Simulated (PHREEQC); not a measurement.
Consider water at 20 °C with 0.24 mmol/kgw Na2SiF6 and 160 mmol/kgw TMAH. Closed to the air; pH follows from the charge balance.

Computed with PHREEQC (ion-association model, phreeqc.dat).

No solid was allowed to form.

**Question.** Predict the pH.

**Answer.** pH 13.23.

**Question.** In which forms is Si present?

**Answer.** H2SiO4-2 64 %, H3SiO4- 36 % of the Si.

Species that the database lacks are ignored. (CH3)4N+ isn't in the database: it is added as a free cation with an ion size of 4 Å. SiF6-2 is the database's only silicon fluoride.
